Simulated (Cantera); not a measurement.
Input: 1 mol Si(CH₃)₄, 0.14 mol C₃H₈, 41 mol H₂, 0.053 mol C₂H₂, held at 1250 K and 10.0 mbar.

Equilibrium computed with Cantera from the NASA thermochemical tables; the gas is ideal and each condensed phase is pure. Candidate condensed phases: C, C₆H₆, C₇H₈, C₈H₁₈, Si, SiC; 87 gas species. The numbers say what is thermodynamically allowed, not how fast it happens.

Problem. What is the equilibrium state?

Solution. 
| Property | Result |
|---|---|
| x(H₂) | 1.000 |
| x(CH₄) | 0.000110 |
| x(H) | 4.83e-6 |
| n(C(graphite)) | 3.52 mol |
| n(SiC(s)) | 1.00 mol |
| gas amount | 47.61 mol |
| log10 activity of Si(s) (absent) | -2.65 |
